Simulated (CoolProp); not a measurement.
CH2F2 (R32) along the isobar 20200 kPa: Z from the reference equation and from simpler models built on Tc = 78.1 °C, pc = 5783 kPa, ω = 0.277; each cubic takes its own stable root.

Model: reference Helmholtz-energy equation of state, Tillner-Roth 1997, in CoolProp.

```csv
T (°C),phase,reference
55.95,liquid,0.4050
64.05,liquid,0.4069
72.25,liquid,0.4098
80.35,supercritical,0.4140
88.55,supercritical,0.4196
96.65,supercritical,0.4267
104.85,supercritical,0.4358
112.95,supercritical,0.4467
121.15,supercritical,0.4601
129.25,supercritical,0.4758
137.45,supercritical,0.4941
145.55,supercritical,0.5145
153.75,supercritical,0.5370
161.85,supercritical,0.5606
```

Problem. How far does each simpler model (van der Waals, Redlich-Kwong, Soave-Redlich-Kwong, Peng-Robinson) lie from the reference over these 14 states: mean and median of the absolute difference, and the worst?

Solution. 
- van der Waals: mean 47.6 %, median 49.9 %, worst +68.9 % at 55.95 °C and 20200 kPa
- Redlich-Kwong: mean 23.8 %, median 25.7 %, worst +29.7 % at 55.95 °C and 20200 kPa
- Soave-Redlich-Kwong: mean 28.7 %, median 28.9 %, worst +30.1 % at 112.95 °C and 20200 kPa
- Peng-Robinson: mean 17.1 %, median 17.5 %, worst +19.0 % at 129.25 °C and 20200 kPa
